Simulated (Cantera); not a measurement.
A perfectly stirred reactor is fed with N2O : H2O = 1 : 0.16 (molar parts), at 143 Torr; it is held at 1600 K, and followed from long to short residence time.

Model: GRI-Mech 3.0 (53 species, 325 reactions), integrated in Cantera. GRI-Mech 3.0 was tuned for natural gas; its chemistry of N2O as a main component is partial and can be far from experiment. The temperature is held fixed by assumption; the heat of reaction is taken as removed at once.

Predict: x(N2O) at τ = 1.50 s; x(H2O) at τ = 1.50 s; x(OH) at τ = 1.50 s; x(N2) at τ = 1.50 s; x(H2O2) at τ = 1.50 s; x(N2O) at τ = 62.0 ms; x(H2O) at τ = 62.0 ms; x(OH) at τ = 62.0 ms; x(N2) at τ = 62.0 ms; x(H2O2) at τ = 62.0 ms.


```json
{
  "x(N2O) at τ = 1.50 s": "0.0105",
  "x(H2O) at τ = 1.50 s": "0.0966",
  "x(OH) at τ = 1.50 s": "0.000610",
  "x(N2) at τ = 1.50 s": "0.558",
  "x(H2O2) at τ = 1.50 s": "2.00e-8",
  "x(N2O) at τ = 62.0 ms": "0.162",
  "x(H2O) at τ = 62.0 ms": "0.104",
  "x(OH) at τ = 62.0 ms": "0.000856",
  "x(N2) at τ = 62.0 ms": "0.444",
  "x(H2O2) at τ = 62.0 ms": "4.41e-8"
}
```
